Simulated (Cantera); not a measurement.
Charge: 1 mol MgO, a varied amount of HCl, equilibrated at 1425 K and 10000 Pa.

Method: chemical equilibrium by Gibbs-energy minimisation in Cantera with the NASA 1993 tables (ideal gas, pure condensed phases). Candidate condensed phases: H2O, Mg, MgCl2, MgO, Mg(OH)2; 22 gas species. Rates play no part.

Question: Which condensed phases are stable at each of these points (n(HCl) (mol)): 9.7, 11, 13, 15, 17, 19, 22, 25, 29, 33, 38, 43?

Answer: 
```
n(HCl) (mol)  condensed phases  Mg condensed (%)
------------  ----------------  ----------------
9.7                     MgO(s)              51.3
11                      MgO(s)              44.7
13                      MgO(s)              34.7
15                      MgO(s)              24.7
17                      MgO(s)              14.6
19                      MgO(s)               4.6
22                    gas only               0.0
25                    gas only               0.0
29                    gas only               0.0
33                    gas only               0.0
38                    gas only               0.0
43                    gas only               0.0
```

From 9.7 mol HCl to 19 mol HCl the condensed part is MgO(s). From 22 mol HCl to 43 mol HCl nothing is condensed.
